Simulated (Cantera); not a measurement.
An isothermal, constant-pressure homogeneous reactor starts with H₂ : O₂ : N₂ = 0.0075 : 1 : 1.6 (molar parts), at 1300 K and 15.8 Torr.

Model: GRI-Mech 3.0 (53 species, 325 reactions), integrated in Cantera. Radical loss at walls, strong at low pressure, is not modelled.

Question: Predict: x(H₂) at 200 s; x(O₂) at 200 s; x(H₂O) at 200 s; x(HO₂) at 200 s; x(NO) at 200 s.

Answer: 
- x(H₂) at 200 s: 2.82e-9 (gas-phase equilibrium 2.81e-9)
- x(O₂) at 200 s: 0.383 (gas-phase equilibrium 0.382)
- x(H₂O) at 200 s: 0.00288 (gas-phase equilibrium 0.00288)
- x(HO₂) at 200 s: 3.79e-9 (gas-phase equilibrium 3.79e-9)
- x(NO) at 200 s: 1.12e-7 (gas-phase equilibrium 0.000474)
